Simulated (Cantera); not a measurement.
Input (Python, Cantera) and output of one run.

```python
import numpy as np
import cantera as ct

gas_names = """
    CL CL2 H HCL H2 N NH NH2 NH3 N2 N2H2 N2H4 Si SiCL SiCL2 SiCL3 SiCL4 SiH SiHCL3 SiH2 SiH2CL2 SiH3
    SiH3CL SiH4 SiN Si2 Si2N Si3
""".split()
cond_names = """
    NH4CL(a) NH4CL(b) Si(cr) Si(L) Si3N4(a)
""".split()


# ... load() reads the species with a 1 bar reference pressure and builds the phases ...
atoms = {
    'Si2H6': {'Si': 2, 'H': 6},
    'HCl': {'H': 1, 'CL': 1},
    'N2': {'N': 2},
}
top_T = {'Si3N4(a)': 2400}  # K; cautious upper limits of use, not melting points


# ... equilibrate(T, P, feed) seeds the gas with the atoms and calls Mixture.equilibrate('TP', solver="vcs", rtol=1e-11, max_steps=5000) ...
results = []
feed = {'Si2H6': 1, 'HCl': 3.2, 'N2': 6.5}  # mol
T = 1675  # K
P = 133.322  # Pa
mix = equilibrate(T, P, feed)
results.append((T, P, feed, dict(zip(mix.species_names, mix.species_moles))))
x = sorted(zip(gas.X, gas.species_names), reverse=True)
print(f"T = {T:g} K  P = {P:g} Pa  gas = {mix.phase_moles(0):.4g} mol")
print("   x: " + "  ".join(f"{s} {v:.3e}" for v, s in x if v > 0.0001))
print("   condensed (mol): " + ("  ".join(f"{mix.phase(i).name} {mix.phase_moles(i):.4g}"
      for i in range(1, mix.n_phases) if mix.phase_moles(i) > 1e-12) or "none"))
```

It prints:

```
T = 1675 K  P = 133.322 Pa  gas = 12.72 mol
   x: N2 5.111e-01  H2 3.182e-01  HCL 8.517e-02  SiCL2 8.223e-02  H 1.794e-03  SiCL3 4.138e-04  CL 3.748e-04  SiCL 3.444e-04  Si 3.255e-04
   condensed (mol): Si(cr) 0.9397
```

Cantera equilibrium calculation (NASA polynomials, part measured and part estimated; ideal gas, pure solids and liquids). The feed counts by its element totals alone. The tables' values for SiCl3, SiCl are old estimates; treat these amounts as uncertain.
